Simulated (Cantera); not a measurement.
Charge: 1 mol TiO₂, 0.17 mol Al₂O₃, 1.1 mol O₂, at 1925 °C and 0.100 bar.

Method: chemical equilibrium by Gibbs-energy minimisation in Cantera with the NASA 1993 tables (ideal gas, pure condensed phases). Candidate condensed phases: Al, Al₂O₃, Ti, TiO, TiO₂, Ti₂O₃, Ti₃O₅, Ti₄O₇; 12 gas species. Mutual solubility and eutectic melting of coexisting phases are not modelled. Condensed phases not in the tables: mixed aluminates and titanates, alloys, solid solutions and most ternary compounds. The numbers say what is thermodynamically allowed, not how fast it happens.

Base state: O₂ 0.992, O 0.00842, TiO₂ 5.10e-5 (mole fractions); condensed: Al₂O₃(s) + TiO₂(l).

**Question.** What changes in the equilibrium state with this change: pressure from 0.100 bar to 0.0160 bar?

**Answer.** 
| species | before | after |
|---|---|---|
| O₂ | 0.992 | 0.979 |
| O | 0.00842 | 0.0209 |
| TiO₂ | 5.10e-5 | 0.000319 |
| Al₂O₃(s), mol | 0.170 | 0.170 |
| TiO₂(l), mol | 1.000 | 1.000 |

**Question.** What changes in the equilibrium state with this change: temperature from 1925 °C to 1977 °C?

**Answer.** 
```json
[
 {"species": "O₂", "before": "0.992", "after": "0.988"},
 {"species": "O", "before": "0.00842", "after": "0.0116"},
 {"species": "TiO₂", "before": "5.10e-5", "after": "9.98e-5"},
 {"species": "Al₂O₃(s), mol", "before": "0.170", "after": "0.170"},
 {"species": "TiO₂(l), mol", "before": "1.000", "after": "1.000"}
]
```
